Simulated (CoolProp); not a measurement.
Values from CoolProp's reference Helmholtz-energy equation of state, Wu 2011.

Task: Give the vapour pressure (bar), vapour density (kg/m³), enthalpy of vaporisation (kJ/kg), liquid cp (kJ/(kg K)) of saturated dimethyl ether at 287, 297.6, 311.8 K.

Result: 
| T (K) | p (bar) | vapour density (kg/m³) | enthalpy of vaporisation (kJ/kg) | liquid cp (kJ/(kg K)) |
|---|---|---|---|---|
| 287 | 4.22 | 9.00 | 416 | 2.38 |
| 297.6 | 5.81 | 12.3 | 401 | 2.43 |
| 311.8 | 8.59 | 18.0 | 379 | 2.52 |
